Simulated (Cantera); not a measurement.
Cantera run, input and output.

```python
import numpy as np
import cantera as ct

gas = ct.Solution("h2o2.yaml")
gas.TPX = 475, 30000, {'H2': 1, 'O2': 0.417, 'N2': 1.57}
flame = ct.FreeFlame(gas, width=0.093)
flame.set_refine_criteria(ratio=3, slope=0.08, curve=0.16)
flame.transport_model = "mixture-averaged"
flame.solve(loglevel=0, auto=True)
flame.transport_model = "multicomponent"
flame.soret_enabled = False
flame.solve(loglevel=0, refine_grid=True)
z, T = flame.grid, flame.T
thick = (T[-1] - T[0]) / np.gradient(T, z).max()
show = ['H2', 'O2', 'OH', 'H', 'H2O2', 'HO2']
print(f"laminar burning velocity  {flame.velocity[0] * 100:.3f} cm/s")
print(f"burnt temperature         {T[-1]:.1f} K")
print(f"thermal thickness         {thick * 1e3:.4f} mm")
print(f"grid points               {len(z)}")
z0 = z[flame.heat_release_rate.argmax()]
print(f"{'z/mm':>9s}{'T/K':>9s}{'u/(m/s)':>9s}" + "".join(f"{s:>11s}" for s in show))
rows = []
for k in (-3, -2, -1.5, -1, -0.5, -0.25, 0, 0.25, 0.5, 1, 2, 4, 8):
    zz = z0 + k * thick
    rows.append([k * thick, np.interp(zz, z, T), np.interp(zz, z, flame.velocity),
                 *(np.interp(zz, z, flame.X[gas.species_index(s)]) for s in show)])
    print(f"{rows[-1][0] * 1e3:9.3f}{rows[-1][1]:9.1f}{rows[-1][2]:9.3f}" + "".join(f"{x:11.3e}" for x in rows[-1][3:]))
```

Output:

```
laminar burning velocity  483.326 cm/s
burnt temperature         2431.6 K
thermal thickness         2.0691 mm
grid points               138
     z/mm      T/K  u/(m/s)         H2         O2         OH          H       H2O2        HO2
   -6.207    475.0    4.833  3.348e-01  1.396e-01 -1.808e-19 -1.401e-18  3.345e-17 -2.429e-16
   -4.138    475.0    4.833  3.348e-01  1.396e-01  1.125e-16  1.481e-15  7.450e-16  7.194e-13
   -3.104    475.0    4.833  3.348e-01  1.396e-01  5.835e-15  2.809e-13  4.710e-14  4.463e-11
   -2.069    475.0    4.833  3.348e-01  1.396e-01  5.136e-12  1.673e-09  6.709e-11  4.473e-08
   -1.035    480.4    4.882  3.336e-01  1.396e-01  1.791e-05  5.327e-05  1.737e-06  9.732e-05
   -0.517    672.9    6.731  3.076e-01  1.345e-01  6.237e-04  6.677e-03  1.152e-05  9.127e-05
    0.000   1134.8   10.936  1.780e-01  8.942e-02  2.953e-03  5.642e-02  1.331e-06  3.035e-05
    0.517   1437.5   13.664  7.757e-02  2.851e-02  8.121e-03  8.811e-02  1.310e-06  8.820e-06
    1.035   1563.1   14.753  6.827e-02  1.906e-02  1.050e-02  8.256e-02  9.410e-07  5.259e-06
    2.069   1705.1   15.941  7.061e-02  1.589e-02  1.276e-02  6.890e-02  5.397e-07  3.754e-06
    4.138   1857.9   17.177  7.263e-02  1.298e-02  1.452e-02  5.423e-02  2.823e-07  2.653e-06
    8.276   2012.4   18.385  7.285e-02  9.901e-03  1.527e-02  4.037e-02  1.512e-07  1.803e-06
   16.553   2156.8   19.479  7.144e-02  6.917e-03  1.465e-02  2.845e-02  8.984e-08  1.207e-06
```

Detailed kinetics in Cantera: the H2/O2 subset of GRI-Mech 3.0, which has no nitrogen chemistry. Burning velocities carry a grid error of a few per cent, more on coarse grids.
